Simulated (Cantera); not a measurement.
**Formation from one mole of O2**

Source: NASA polynomial tables (part measured, part estimated), evaluated in Cantera. Values are per mole of reaction as written; species without (g) are pure solids or liquids, kept so even where they would boil at 1 bar.

Nb + O2(g) → NbO2(g)

```
T (K)  ΔH° (kJ)  ΔS° (J/K)  ΔG° (kJ)  log10 K
-----  --------  ---------  --------  -------
2000     -214.8       15.9    -246.7     6.44
2050     -215.5       15.6    -247.4     6.30
2100     -216.2       15.3    -248.2     6.17
2150     -216.9       14.9    -249.0     6.05
2200     -217.7       14.5    -249.7     5.93
```

C + O2(g) → CO2(g)

| T (K) | ΔH° (kJ) | ΔS° (J/K) | ΔG° (kJ) | log10 K |
|---|---|---|---|---|
| 2000 | -396.8 | -0.3 | -396.3 | 10.35 |
| 2050 | -397.0 | -0.3 | -396.3 | 10.10 |
| 2100 | -397.1 | -0.4 | -396.2 | 9.86 |
| 2150 | -397.2 | -0.5 | -396.2 | 9.63 |
| 2200 | -397.4 | -0.5 | -396.2 | 9.41 |

1.333 B + O2(g) → 0.6667 B2O3(g)

```tsv
T (K)	ΔH° (kJ)	ΔS° (J/K)	ΔG° (kJ)	log10 K
2000	-565.1	-30.6	-503.9	13.16
2050	-565.5	-30.8	-502.4	12.80
2100	-565.9	-31.0	-500.8	12.46
2150	-566.3	-31.2	-499.3	12.13
2200	-566.7	-31.4	-497.7	11.82
```

0.6667 Cr + O2(g) → 0.6667 CrO3(g)

```json
[
 {"T (K)": "2000", "ΔH° (kJ)": "-207.6", "ΔS° (J/K)": "-54.1", "ΔG° (kJ)": "-99.3", "log10 K": "2.59", "condensed phases": "Cr(s)"},
 {"T (K)": "2050", "ΔH° (kJ)": "-208.5", "ΔS° (J/K)": "-54.6", "ΔG° (kJ)": "-96.6", "log10 K": "2.46", "condensed phases": "Cr(s)"},
 {"T (K)": "2100", "ΔH° (kJ)": "-209.5", "ΔS° (J/K)": "-55.1", "ΔG° (kJ)": "-93.9", "log10 K": "2.34", "condensed phases": "Cr(s)"},
 {"T (K)": "2150", "ΔH° (kJ)": "-224.0", "ΔS° (J/K)": "-61.8", "ΔG° (kJ)": "-91.0", "log10 K": "2.21", "condensed phases": "Cr(l)"},
 {"T (K)": "2200", "ΔH° (kJ)": "-224.4", "ΔS° (J/K)": "-62.1", "ΔG° (kJ)": "-87.9", "log10 K": "2.09", "condensed phases": "Cr(l)"}
]
```
